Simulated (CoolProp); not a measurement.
Saturation properties of propylene.

Values from CoolProp's reference Helmholtz-energy equation of state, Lemmon 2013.

```tsv
T (K)	p (kPa)	vapour density (kg/m³)	enthalpy of vaporisation (kJ/kg)
275.8	631.7	13.31	373.5
281.6	745.7	15.67	364.3
287.4	874.2	18.36	354.5
293.3	1021	21.49	344.0
299.1	1182	24.99	333.1
305	1364	29.05	321.2
310.8	1562	33.63	308.7
316.7	1785	38.97	295.0
322.5	2025	45.04	280.4
328.4	2294	52.25	264.1
334.2	2582	60.61	246.3
340	2897	70.66	226.3
345.9	3247	83.35	202.7
351.7	3622	99.62	174.5
```

It boils at 225.5 K under 1 atm.
